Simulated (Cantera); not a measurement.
## Gas-phase reforming

An isothermal, constant-pressure homogeneous reactor starts with 30.9 % CH₄, 61.7 % H₂O, 7.41 % H₂, at 2200 K and 0.170 bar.

Cantera simulation using GRI-Mech 3.0 (53 species, 325 reactions); the numbers are that mechanism's predictions, not measurements.

```csv
t (s),x CH₄,x H₂O,x H₂,x C₂H₄,x HCO
0.00100,0.00987,0.373,0.470,0.000125,2.04e-6
0.00263,0.00685,0.291,0.534,5.66e-5,1.21e-6
0.00691,0.00330,0.215,0.593,1.34e-5,5.23e-7
0.0182,0.000311,0.181,0.620,2.28e-7,1.12e-7
0.0478,1.84e-9,0.179,0.620,<1e-12,7.62e-8
0.126,8.80e-11,0.179,0.620,<1e-12,7.77e-8
0.330,8.80e-11,0.179,0.620,<1e-12,7.77e-8
0.868,8.80e-11,0.179,0.620,<1e-12,7.77e-8
2.28,8.80e-11,0.179,0.620,<1e-12,7.77e-8
6.00,8.80e-11,0.179,0.620,<1e-12,7.77e-8
```
x: mole fraction; the columns are a selection and need not sum to one.

Equilibrium at this temperature and pressure: CH₄ 1.02e-10, H₂O 0.179, H₂ 0.620, C₂H₄ <1e-12, HCO 7.77e-8 (gas phase only).
